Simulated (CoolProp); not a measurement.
The numbers come from the reference Helmholtz-energy equation of state, Bücker 2006 in CoolProp.

Task: For isobutane, give the phase and the cv (kJ/(kg K)), speed of sound (m/s), Prandtl number at 575 K and 0.418 MPa; 575 K and 2.46 MPa; 575 K and 5.95 MPa.

Result: 
- 575 K and 0.418 MPa: gas; cv 2.71, speed of sound 291, Prandtl number 0.707
- 575 K and 2.46 MPa: gas; cv 2.72, speed of sound 277, Prandtl number 0.732
- 575 K and 5.95 MPa: supercritical; cv 2.75, speed of sound 260, Prandtl number 0.871

Viscosity comes from a separate model (Vogel 2000). Thermal conductivity comes from a separate model (Perkins 2002).
